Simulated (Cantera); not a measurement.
Input: 1 mol BN, 9.5 mol F2, 1 mol H2, held at 100 Torr.

Cantera equilibrium calculation (NASA polynomials, part measured and part estimated; ideal gas, pure solids and liquids). Candidate condensed phases: B, BN; 31 gas species. Equilibrium is a limit: real reactors are often held back by kinetics, nucleation or transport.

At 1648 K, list the 4 most abundant gas species with their mole fractions, and the condensed phases.

F 0.796, HF 0.115, BF3 0.0573, N2 0.0287. Condensed: gas only.
